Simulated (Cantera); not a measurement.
Charge: 1 mol Si2Cl6, 2.2 mol NH3, 11 mol N2, held at 1900 K and 0.810 bar.

These are equilibrium values from Cantera (NASA tables, ideal gas, pure condensed phases), not measurements of a reactor. Candidate condensed phases: NH4Cl, Si, Si3N4; 28 gas species. The feed counts by its element totals alone. The tables' values for SiCl3, SiCl are old estimates; treat these amounts as uncertain. Rates play no part.

Base state: N2 0.657, HCl 0.136, H2 0.114, SiCl2 0.0797, SiCl3 0.00963, SiCl4 0.00157, SiHCl3 0.000417, H 0.000298 (mole fractions); condensed: Si3N4(s).

**Question.** What changes in the equilibrium state with this change: pressure from 0.810 bar to 1.60 mbar?

**Answer.** 
```
species          before     after
-------------  --------  --------
N2                0.657     0.651
H2                0.114     0.119
HCl               0.136     0.110
SiCl2            0.0797     0.102
SiCl3           0.00963  0.000436
Si              2.83e-6   0.00291
SiCl4           0.00157   2.51e-6
SiHCl3         0.000417   8.57e-7
SiH2Cl2         2.08e-5   5.49e-8
Si3N4(s), mol     0.117         0
```
The tables' values for SiCl, SiCl3, SiN are old estimates; treat these amounts as uncertain.

**Question.** What changes in the equilibrium state with this change: temperature from 1900 K to 700 K?

**Answer.** 
```csv
species,before,after
N2,0.657,0.679
HCl,0.136,0.140
H2,0.114,0.126
SiCl2,0.0797,<1e-9
SiCl4,0.00157,0.0544
SiCl3,0.00963,2.16e-9
H,0.000298,<1e-9
Cl,0.000268,<1e-9
SiCl,5.06e-5,<1e-9
SiH2Cl2,2.08e-5,<1e-9
"Si3N4(s), mol",0.117,0.363
```
